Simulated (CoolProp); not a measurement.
500 sccm (0 °C, 1 atm) of nitrogen bubbles through liquid methanol at 283.8 K and leaves saturated at a total pressure of 0.066 MPa (ideal gas phase). Each further row changes one setting.

Values from CoolProp's reference Helmholtz-energy equation of state, de Reuck 1993.

| case | vapour pressure (kPa) | mole fraction of vapour | delivery (mg/min) | delivery (sccm) | change of delivery for a bath 1 K warmer (%) |
|---|---|---|---|---|---|
| as stated | 7.72 | 0.117 | 94.7 | 66.3 | 6.8 |
| bath temperature 288.8 K | 10.3 | 0.156 | 132 | 92.1 | 6.8 |
| total pressure 0.132 MPa | 7.72 | 0.0585 | 44.4 | 31.1 | 6.3 |
